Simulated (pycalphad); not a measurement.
## Effect of Sn content in Si-Sn

Source of the numbers: pycalphad with the COST 507 light-alloy database (1999); pressure 1 atm. The data set is of 1999 and partly superseded. Amounts are mole fractions of atoms.

| alloy | liquidus (K) | first solid | solidus (K) | phases at 500 K |
|---|---|---|---|---|
| Si-8.053Sn (wt.%) | 1678 | diamond (Si) | 505 | diamond (Si) 0.98, bct (Sn) 0.02 |
| Si-15.14Sn (wt.%) | 1671 | diamond (Si) | 505 | diamond (Si) 0.96, bct (Sn) 0.04 |
| Si-21.45Sn (wt.%) | 1664 | diamond (Si) | 505 | diamond (Si) 0.94, bct (Sn) 0.06 |
| Si-27.14Sn (wt.%) | 1659 | diamond (Si) | 505 | diamond (Si) 0.92, bct (Sn) 0.08 |
| Si-36.89Sn (wt.%) | 1651 | diamond (Si) | 505 | diamond (Si) 0.88, bct (Sn) 0.12 |
| Si-44.97Sn (wt.%) | 1645 | diamond (Si) | 505 | diamond (Si) 0.84, bct (Sn) 0.16 |
